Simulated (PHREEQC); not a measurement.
Make-up at 15 °C: 2.1 mol/kgw KOH, 0.06 mol/kgw KCl and 0.17 mol/kgw NaCl. Closed to the air; pH follows from the charge balance.

Model: Pitzer model, pitzer.dat, run in PHREEQC.

**Question.** The ionic strength comes out as 2.33 mol/kgw. What activity coefficients do Cl-, OH-, Na+, K+ get?

**Answer.** Cl- 0.56, OH- 1.1, Na+ 0.52, K+ 0.69. Single-ion values are on the MacInnes scale.

Precipitation was switched off in this run. In brines, pH and single-ion activities rest on the MacInnes convention.
